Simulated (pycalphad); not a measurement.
Source of the numbers: pycalphad with the COST 507 light-alloy database (1999); pressure 1 atm. The database dates from 1999; later assessments differ in places, in temperatures and in the compounds included. Diffusion is slow at the low end, where real alloys seldom reach equilibrium.

V-0.9Si (at.%): equilibrium cooling sequence

```csv
T (K),phases above,phases below
2177.3,LIQUID,BCC_A2 + LIQUID
2174.7,BCC_A2 + LIQUID,BCC_A2
1138.4,BCC_A2,BCC_A2 + SIV3
```

Changes were sought between steps of 50 K, so a narrower field can be missed.

Database names, with the compositions (at.%) that they take in these runs: SIV3: V 75-78 Si 22-25. BCC_A2 is bcc.
